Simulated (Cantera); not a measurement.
Input (Python, Cantera) and output of one run.

```python
import numpy as np
import cantera as ct

gas_names = [...]  # 130 gases of nasa_gas.yaml made of C, H, Mg, O, S
cond_names = """
    C(gr) C6H6(L) C7H8(L) C8H18(L),n-octa H2O(s) H2O(L) H2SO4(L) Mg(cr) Mg(L) MgCO3(s) MgO(s) MgO(L)
    MgO2H2(s) MgS(s) MgSO4(s) MgSO4(L) S(cr1) S(cr2) S(L)
""".split()


# ... load() reads the species with a 1 bar reference pressure and builds the phases ...
atoms = {
    'MgSO4': {'Mg': 1, 'S': 1, 'O': 4},
    'C': {'C': 1},
    'H2': {'H': 2},
}
top_T = {'C(gr)': 4500, 'MgS(s)': 2250}  # K; cautious upper limits of use, not melting points


# ... equilibrate(T, P, feed) seeds the gas with the atoms and calls Mixture.equilibrate('TP', solver="vcs", rtol=1e-11, max_steps=5000) ...
results = []
feed = {'MgSO4': 1, 'C': 0.13, 'H2': 0.027}  # mol
T = 2125  # K
P = 4800  # Pa
mix = equilibrate(T, P, feed)
results.append((T, P, feed, dict(zip(mix.species_names, mix.species_moles))))
print(gas.report(threshold=0.0001))
for i in range(1, mix.n_phases):
    print(f"{mix.phase(i).name:16s} {mix.phase_moles(i):12.5e} mol")
```

Output:

```
       temperature   2125 K
          pressure   4800 Pa
           density   0.014581 kg/m^3
  mean mol. weight   53.673 kg/kmol
   phase of matter   gas

                          1 kg             1 kmol
                     ---------------   ---------------
          enthalpy       -2.6144e+06       -1.4032e+08  J
   internal energy       -2.9436e+06       -1.5799e+08  J
           entropy            6671.9         3.581e+05  J/K
    Gibbs function       -1.6792e+07       -9.0128e+08  J
 heat capacity c_p             997.4             53533  J/K
 heat capacity c_v            842.49             45219  J/K

                      mass frac. Y      mole frac. X     chem. pot. / RT
                     ---------------   ---------------   ---------------
                CO         0.0014363         0.0027522           -43.099
               CO2          0.067792          0.082678           -59.833
                 H        3.1991e-06        0.00017034           -15.934
                H2        3.9671e-06        0.00010562           -31.868
               H2O         0.0053547          0.015953           -48.602
                 O         0.0010877          0.003649           -16.735
                OH         0.0010114          0.003192           -32.668
                O2            0.1397           0.23432           -33.469
                SO         0.0023822         0.0026605           -39.866
               SO2            0.7808           0.65421           -56.601
               SO3        0.00041814        0.00028033           -73.335
     [ +119 minor]        1.4287e-05        2.3558e-05

C(gr)             0.00000e+00 mol
Mg(L)             0.00000e+00 mol
MgO(s)            9.99971e-01 mol
MgS(s)            0.00000e+00 mol
MgSO4(L)          0.00000e+00 mol
S(L)              0.00000e+00 mol
```

These are equilibrium values from Cantera (NASA tables, ideal gas, pure condensed phases), not measurements of a reactor.
